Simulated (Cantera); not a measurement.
Input (Python, Cantera):

```python
import numpy as np
import cantera as ct

surf = ct.Interface("ptcombust.yaml", "Pt_surf")
gas = surf.adjacent["gas"]
gas.TPX = 300, 9900, {'CH4': 0.037, 'O2': 0.058, 'N2': 0.79}
jet = ct.ImpingingJet(gas=gas, width=0.06, surface=surf)
jet.inlet.mdot, jet.inlet.T, jet.inlet.X = 0.028, 300, {'CH4': 0.037, 'O2': 0.058, 'N2': 0.79}
jet.set_refine_criteria(ratio=10, slope=0.2, curve=0.3)
show, cover = ['CH4', 'O2', 'H2O', 'OH', 'CO', 'CO2'], ["PT(S)", "H(S)", "O(S)", "OH(S)", "CO(S)", "C(S)"]

rows = []
print(f"{'Ts/K':>7s}" + "".join(f"{s:>11s}" for s in show + cover) + "   (gas at the wall, coverages)")
for i, Ts in enumerate([950, 1000, 1050, 1100, 1150, 1200, 1250]):
    jet.surface.T = Ts
    if i == 0:
        surf.TP = Ts, 9900
        surf.coverages = "PT(S):0.5, O(S):0.5"
        surf.advance_coverages(1.0)
        jet.set_initial_guess(products="inlet")
    jet.solve(loglevel=0, auto=(i == 0))
    rows.append([*(jet.X[gas.species_index(s), -1] for s in show), *surf[cover].coverages])
    print(f"{Ts:7g}" + "".join(f"{x:11.3e}" for x in rows[-1]))
```

Output:

```
   Ts/K        CH4         O2        H2O         OH         CO        CO2      PT(S)       H(S)       O(S)      OH(S)      CO(S)       C(S)   (gas at the wall, coverages)
    950  2.369e-03  1.061e-03  7.132e-02  2.137e-10  3.640e-02  5.777e-03  7.289e-01  5.876e-04  4.135e-06  7.919e-06  2.602e-01  1.023e-02
   1000  1.786e-03  8.461e-04  7.014e-02  5.899e-10  3.605e-02  6.895e-03  8.413e-01  8.886e-04  4.401e-06  7.250e-06  1.512e-01  6.597e-03
   1050  1.527e-03  7.550e-04  6.787e-02  1.757e-09  3.396e-02  9.635e-03  9.155e-01  1.030e-03  6.394e-06  7.600e-06  8.020e-02  3.213e-03
   1100  1.426e-03  7.280e-04  6.517e-02  5.027e-09  3.114e-02  1.303e-02  9.566e-01  1.067e-03  9.898e-06  8.134e-06  4.080e-02  1.507e-03
   1150  1.398e-03  7.316e-04  6.231e-02  1.343e-08  2.801e-02  1.669e-02  9.775e-01  1.051e-03  1.530e-05  8.688e-06  2.064e-02  7.293e-04
   1200  1.403e-03  7.500e-04  5.944e-02  3.346e-08  2.477e-02  2.042e-02  9.880e-01  1.009e-03  2.329e-05  9.247e-06  1.057e-02  3.678e-04
   1250  1.440e-03  7.853e-04  5.681e-02  7.733e-08  2.164e-02  2.393e-02  9.933e-01  9.566e-04  3.497e-05  9.851e-06  5.526e-03  1.939e-04
```

Detailed kinetics in Cantera: Deutschmann's 1995 Pt surface mechanism with GRI-Mech 3.0 gas chemistry. Catalytic surfaces can have several steady states; this one follows from the mechanism file's or the stated starting coverage.
